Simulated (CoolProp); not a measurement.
Vapour-liquid equilibrium of carbon dioxide (1) + n-perfluorobutane (2) at -16.75 °C; x and y are mole fractions of (1).

The numbers come from the multi-fluid Helmholtz-energy mixture model, Span 1996 and Gao 2022; pair parameters Bell 2016 in CoolProp.

```json
[
 {"x": "0.05", "bubble pressure (MPa)": "0.1863", "y at the bubble point": "0.712", "dew pressure at overall composition x (MPa)": "0.05662", "liquid density (mol/L)": "7.207"},
 {"x": "0.15", "bubble pressure (MPa)": "0.4903", "y at the bubble point": "0.891", "dew pressure at overall composition x (MPa)": "0.06335", "liquid density (mol/L)": "7.833"},
 {"x": "0.25", "bubble pressure (MPa)": "0.7885", "y at the bubble point": "0.933", "dew pressure at overall composition x (MPa)": "0.07186", "liquid density (mol/L)": "8.549"},
 {"x": "0.35", "bubble pressure (MPa)": "1.036", "y at the bubble point": "0.950", "dew pressure at overall composition x (MPa)": "0.08295", "liquid density (mol/L)": "9.377"},
 {"x": "0.45", "bubble pressure (MPa)": "1.225", "y at the bubble point": "0.959", "dew pressure at overall composition x (MPa)": "0.09802", "liquid density (mol/L)": "10.35"},
 {"x": "0.55", "bubble pressure (MPa)": "1.371", "y at the bubble point": "0.965", "dew pressure at overall composition x (MPa)": "0.1197", "liquid density (mol/L)": "11.52"},
 {"x": "0.65", "bubble pressure (MPa)": "1.503", "y at the bubble point": "0.970", "dew pressure at overall composition x (MPa)": "0.1537", "liquid density (mol/L)": "12.97"},
 {"x": "0.75", "bubble pressure (MPa)": "1.647", "y at the bubble point": "0.976", "dew pressure at overall composition x (MPa)": "0.2145", "liquid density (mol/L)": "14.82"},
 {"x": "0.85", "bubble pressure (MPa)": "1.824", "y at the bubble point": "0.984", "dew pressure at overall composition x (MPa)": "0.3560", "liquid density (mol/L)": "17.29"},
 {"x": "0.95", "bubble pressure (MPa)": "2.047", "y at the bubble point": "0.994", "dew pressure at overall composition x (MPa)": "1.041", "liquid density (mol/L)": "20.76"}
]
```

No azeotrope shows between x = 0.05 and 0.95.

Pair parameters are fitted to limited data, so mixtures are less certain than the pure fluids. The gap from Raoult's law changes sign with composition, which may be real or a fault of the pair parameters; it wasn't checked against measurements.
